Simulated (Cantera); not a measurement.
**AlBr3 + N2O + H2 (aluminium nitride and oxide growth)**

Charge: 1 mol AlBr3, a varied amount of N2O, 260 mol H2, held at 1325 K and 0.240 bar.

These are equilibrium values from Cantera (NASA tables, ideal gas, pure condensed phases), not measurements of a reactor. Candidate condensed phases: Al, AlBr3, AlN, Al2O3, Br2, H2O; 41 gas species. Gases not in the tables: Al(OH)3. Rates play no part.

From 3.2 mol N2O to 35 mol N2O the condensed part is Al2O3(s).

```csv
n(N2O) (mol),log p H2,log p N2,log p H2O,log p HBr,log p Br,log p NH3,log p H,log p OH,n Al2O3(s)
3.2,-0.63,-2.54,-2.81,-2.57,-5.71,-6.17,-6.10,-10.12,0.500
4,-0.64,-2.44,-2.65,-2.57,-5.71,-6.12,-6.10,-9.95,0.500
5,-0.64,-2.35,-2.50,-2.57,-5.71,-6.08,-6.11,-9.80,0.500
6.2,-0.64,-2.26,-2.38,-2.57,-5.71,-6.04,-6.11,-9.68,0.500
7.6,-0.65,-2.17,-2.26,-2.57,-5.71,-6.00,-6.11,-9.56,0.500
9.5,-0.65,-2.08,-2.15,-2.58,-5.71,-5.97,-6.11,-9.44,0.500
12,-0.66,-1.98,-2.04,-2.58,-5.71,-5.93,-6.12,-9.33,0.500
15,-0.67,-1.89,-1.93,-2.58,-5.71,-5.90,-6.12,-9.22,0.500
18,-0.68,-1.81,-1.85,-2.59,-5.71,-5.88,-6.13,-9.13,0.500
22,-0.70,-1.73,-1.76,-2.60,-5.71,-5.86,-6.13,-9.03,0.500
28,-0.72,-1.63,-1.66,-2.60,-5.71,-5.84,-6.14,-8.92,0.500
35,-0.74,-1.55,-1.57,-2.62,-5.70,-5.83,-6.16,-8.82,0.500
```
log p: log10 of the partial pressure in bar; n: condensed amount in mol.
